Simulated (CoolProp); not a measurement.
Octamethyltrisiloxane (MDM) along the isobar 12.9 bar: fugacity coefficient from the reference equation and from simpler models built on Tc = 292.2 °C, pc = 14.38 bar, ω = 0.528; each cubic takes its own stable root.

The numbers come from the reference Helmholtz-energy equation of state, Thol 2017 in CoolProp.

```json
[
 {"T (°C)": "195.95", "phase": "liquid", "reference": "0.2067", "van der Waals": "0.4423", "Redlich-Kwong": "0.3195", "Soave-Redlich-Kwong": "0.2104", "Peng-Robinson": "0.2043"},
 {"T (°C)": "202.95", "phase": "liquid", "reference": "0.2341", "van der Waals": "0.4651", "Redlich-Kwong": "0.3466", "Soave-Redlich-Kwong": "0.2386", "Peng-Robinson": "0.2314"},
 {"T (°C)": "210.05", "phase": "liquid", "reference": "0.2639", "van der Waals": "0.4884", "Redlich-Kwong": "0.3751", "Soave-Redlich-Kwong": "0.2693", "Peng-Robinson": "0.2609"},
 {"T (°C)": "217.15", "phase": "liquid", "reference": "0.2959", "van der Waals": "0.5120", "Redlich-Kwong": "0.4044", "Soave-Redlich-Kwong": "0.3022", "Peng-Robinson": "0.2926"},
 {"T (°C)": "224.15", "phase": "liquid", "reference": "0.3294", "van der Waals": "0.5354", "Redlich-Kwong": "0.4339", "Soave-Redlich-Kwong": "0.3366", "Peng-Robinson": "0.3257"},
 {"T (°C)": "231.25", "phase": "liquid", "reference": "0.3653", "van der Waals": "0.5592", "Redlich-Kwong": "0.4645", "Soave-Redlich-Kwong": "0.3734", "Peng-Robinson": "0.3612"},
 {"T (°C)": "238.35", "phase": "liquid", "reference": "0.4031", "van der Waals": "0.5831", "Redlich-Kwong": "0.4956", "Soave-Redlich-Kwong": "0.4121", "Peng-Robinson": "0.3985"},
 {"T (°C)": "245.35", "phase": "liquid", "reference": "0.4420", "van der Waals": "0.6065", "Redlich-Kwong": "0.5266", "Soave-Redlich-Kwong": "0.4517", "Peng-Robinson": "0.4367"},
 {"T (°C)": "252.45", "phase": "liquid", "reference": "0.4829", "van der Waals": "0.6301", "Redlich-Kwong": "0.5581", "Soave-Redlich-Kwong": "0.4932", "Peng-Robinson": "0.4767"},
 {"T (°C)": "259.45", "phase": "liquid", "reference": "0.5244", "van der Waals": "0.6532", "Redlich-Kwong": "0.5892", "Soave-Redlich-Kwong": "0.5350", "Peng-Robinson": "0.5172"},
 {"T (°C)": "266.55", "phase": "liquid", "reference": "0.5675", "van der Waals": "0.6761", "Redlich-Kwong": "0.6204", "Soave-Redlich-Kwong": "0.5780", "Peng-Robinson": "0.5587"},
 {"T (°C)": "273.65", "phase": "liquid", "reference": "0.6111", "van der Waals": "0.6983", "Redlich-Kwong": "0.6509", "Soave-Redlich-Kwong": "0.6208", "Peng-Robinson": "0.6003"},
 {"T (°C)": "280.65", "phase": "liquid", "reference": "0.6539", "van der Waals": "0.7145", "Redlich-Kwong": "0.6796", "Soave-Redlich-Kwong": "0.6619", "Peng-Robinson": "0.6402"},
 {"T (°C)": "287.75", "phase": "gas", "reference": "0.6880", "van der Waals": "0.7250", "Redlich-Kwong": "0.6951", "Soave-Redlich-Kwong": "0.6922", "Peng-Robinson": "0.6702"},
 {"T (°C)": "294.75", "phase": "gas", "reference": "0.7061", "van der Waals": "0.7345", "Redlich-Kwong": "0.7075", "Soave-Redlich-Kwong": "0.7090", "Peng-Robinson": "0.6868"},
 {"T (°C)": "301.85", "phase": "gas", "reference": "0.7222", "van der Waals": "0.7434", "Redlich-Kwong": "0.7191", "Soave-Redlich-Kwong": "0.7244", "Peng-Robinson": "0.7019"}
]
```

At some of these states van der Waals gives the other phase, because its saturation line lies elsewhere.
